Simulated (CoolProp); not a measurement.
Dodecamethylpentasiloxane (MD3M) along the isotherm 620 K: density (kg/m³) from the reference equation and from simpler models built on Tc = 628.0 K, pc = 9.540 bar, ω = 0.730; each cubic takes its own stable root.

Model: reference Helmholtz-energy equation of state, Thol 2019, in CoolProp.

| p (bar) | phase | reference | van der Waals | Redlich-Kwong | Soave-Redlich-Kwong | Peng-Robinson |
|---|---|---|---|---|---|---|
| 0.0754 | gas | 0.5646 | 0.5643 | 0.5645 | 0.5645 | 0.5647 |
| 0.155 | gas | 1.164 | 1.163 | 1.164 | 1.164 | 1.165 |
| 0.318 | gas | 2.405 | 2.399 | 2.403 | 2.403 | 2.406 |
| 0.653 | gas | 5.010 | 4.981 | 4.998 | 5.000 | 5.014 |
| 1.34 | gas | 10.60 | 10.47 | 10.55 | 10.56 | 10.62 |
| 2.75 | gas | 23.34 | 22.71 | 23.06 | 23.11 | 23.40 |
| 5.66 | gas | 58.71 | 54.43 | 56.55 | 57.02 | 58.68 |
| 11.6 | liquid | 454.1 | 288.7 | 353.1 | 365.5 | 406.9 |
| 23.8 | liquid | 509.8 | 348.4 | 437.1 | 442.7 | 493.7 |
